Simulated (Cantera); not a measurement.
# Adiabatic ignition

An adiabatic, constant-pressure homogeneous reactor starts with 5.45 % CH4, 0.708 % C2H6, 2.78 % C3H8, 18.2 % O2, 68.1 % N2, 4.74 % CO2, equivalence ratio 1.5, at 1075 K and 1500000 Pa.

Detailed kinetics in Cantera: GRI-Mech 3.0 (53 species, 325 reactions). GRI-Mech 3.0 was tuned for natural gas; its chemistry of propane as a main component is partial and can be far from experiment. The pressure lies above the range GRI-Mech 3.0 was tuned for (to about 10 atm).

```json
[
 {"t (s)": "2.00e-6", "T (K)": "1075", "x CH4": "0.0545", "x C2H6": "0.00708", "x C3H8": "0.0278", "x O2": "0.182", "x H2": "4.60e-11"},
 {"t (s)": "5.64e-6", "T (K)": "1075", "x CH4": "0.0545", "x C2H6": "0.00708", "x C3H8": "0.0278", "x O2": "0.182", "x H2": "1.60e-10"},
 {"t (s)": "1.59e-5", "T (K)": "1075", "x CH4": "0.0545", "x C2H6": "0.00708", "x C3H8": "0.0278", "x O2": "0.182", "x H2": "6.51e-10"},
 {"t (s)": "4.48e-5", "T (K)": "1075", "x CH4": "0.0545", "x C2H6": "0.00708", "x C3H8": "0.0278", "x O2": "0.182", "x H2": "4.15e-9"},
 {"t (s)": "0.000126", "T (K)": "1075", "x CH4": "0.0545", "x C2H6": "0.00708", "x C3H8": "0.0278", "x O2": "0.182", "x H2": "5.11e-8"},
 {"t (s)": "0.000356", "T (K)": "1075", "x CH4": "0.0545", "x C2H6": "0.00708", "x C3H8": "0.0278", "x O2": "0.182", "x H2": "1.12e-6"},
 {"t (s)": "0.00100", "T (K)": "1075", "x CH4": "0.0545", "x C2H6": "0.00705", "x C3H8": "0.0276", "x O2": "0.182", "x H2": "2.01e-5"},
 {"t (s)": "0.00283", "T (K)": "1081", "x CH4": "0.0544", "x C2H6": "0.00684", "x C3H8": "0.0262", "x O2": "0.180", "x H2": "0.000259"},
 {"t (s)": "0.00797", "T (K)": "2457", "x CH4": "6.66e-11", "x C2H6": "<1e-12", "x C3H8": "<1e-12", "x O2": "1.85e-5", "x H2": "0.0482"},
 {"t (s)": "0.0225", "T (K)": "2457", "x CH4": "6.67e-11", "x C2H6": "<1e-12", "x C3H8": "<1e-12", "x O2": "1.85e-5", "x H2": "0.0482"},
 {"t (s)": "0.0634", "T (K)": "2457", "x CH4": "6.67e-11", "x C2H6": "<1e-12", "x C3H8": "<1e-12", "x O2": "1.85e-5", "x H2": "0.0482"},
 {"t (s)": "0.179", "T (K)": "2457", "x CH4": "6.67e-11", "x C2H6": "<1e-12", "x C3H8": "<1e-12", "x O2": "1.85e-5", "x H2": "0.0482"},
 {"t (s)": "0.503", "T (K)": "2457", "x CH4": "6.67e-11", "x C2H6": "<1e-12", "x C3H8": "<1e-12", "x O2": "1.85e-5", "x H2": "0.0482"},
 {"t (s)": "1.42", "T (K)": "2457", "x CH4": "6.67e-11", "x C2H6": "<1e-12", "x C3H8": "<1e-12", "x O2": "1.85e-5", "x H2": "0.0482"},
 {"t (s)": "4.00", "T (K)": "2457", "x CH4": "6.67e-11", "x C2H6": "<1e-12", "x C3H8": "<1e-12", "x O2": "1.85e-5", "x H2": "0.0482"}
]
```
x: mole fraction; the columns are a selection and need not sum to one.

```json
{
  "time_of_steepest_temperature_rise": "4.17 ms",
  "temperature at 4.00 s": "2457 K",
  "equilibrium_temperature": "2457 K",
  "x(CH4) at 4.00 s": "6.67e-11 (gas-phase equilibrium 7.42e-11)",
  "x(C2H6) at 4.00 s": "<1e-12 (gas-phase equilibrium <1e-12)",
  "x(C3H8) at 4.00 s": "<1e-12 (gas-phase equilibrium <1e-12)"
}
```
